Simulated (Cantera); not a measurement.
## Equilibrium for chemical vapour transport: TiO₂ + HCl + H₂

Feed: 1 mol TiO₂, 0.013 mol HCl, 0.046 mol H₂, held at 1475 K and 1000 Pa.

Method: chemical equilibrium by Gibbs-energy minimisation in Cantera with the NASA 1993 tables (ideal gas, pure condensed phases). Candidate condensed phases: H₂O, Ti, TiCl₂, TiCl₃, TiCl₄, TiO, TiO₂, Ti₂O₃, Ti₃O₅, Ti₄O₇; 23 gas species. Mutual solubility and eutectic melting of coexisting phases are not modelled. Condensed phases not in the tables: Magnéli phases beyond Ti₄O₇. Rates play no part.

```json
{
  "x(H₂)": "0.769",
  "x(HCl)": "0.220",
  "x(H₂O)": "0.0102",
  "x(H)": "0.000114",
  "x(Cl)": "2.64e-5",
  "x(TiCl₃)": "1.37e-6",
  "n(TiO₂(rutile))": "0.998 mol",
  "n(Ti₄O₇(s))": "0.000604 mol",
  "gas_amount": "0.05900 mol",
  "log10 activity of Ti₃O₅(s) (absent)": "-0.15",
  "log10 activity of Ti₂O₃(s) (absent)": "-0.65",
  "log10 activity of Ti(β) (absent)": "-8.53"
}
```
